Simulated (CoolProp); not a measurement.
Properties of carbon monoxide along the isobar 0.101 MPa (Tc = -140.3 °C, pc = 3.498 MPa, ω = 0.050).

Model: reference Helmholtz-energy equation of state, Lemmon 2006, in CoolProp. It is a short technical equation, of lower accuracy than the large ones.

| T (°C) | phase | density (kg/m³) | cp (kJ/(kg K)) | expansivity (1/kK) | fugacity coefficient |
|---|---|---|---|---|---|
| -192.85 | liquid | 799.1 | 2.143 | 5.439 | 0.8293 |
| -184.55 | gas | 3.967 | 1.100 | [?] | 0.9691 |
| -176.35 | gas | 3.603 | [?] | 11.10 | 0.9761 |
| -168.15 | gas | 3.304 | 1.071 | 10.07 | 0.9811 |
| -159.85 | gas | 3.050 | 1.063 | 9.229 | 0.9848 |
| -151.65 | gas | 2.836 | 1.058 | 8.537 | 0.9875 |
| -143.35 | gas | 2.649 | 1.055 | 7.942 | 0.9897 |
| -135.15 | gas | 2.487 | 1.052 | 7.435 | 0.9914 |
| -126.85 | gas | 2.343 | [?] | 6.986 | 0.9928 |
| -118.65 | gas | 2.216 | 1.049 | 6.596 | 0.9939 |
| -110.35 | gas | 2.101 | 1.047 | 6.244 | 0.9948 |

Problem. What belongs in the gaps?

Solution. 
- -184.55, expansivity (1/kK): 12.42
- -176.35, cp (kJ/(kg K)): 1.082
- -126.85, cp (kJ/(kg K)): 1.050
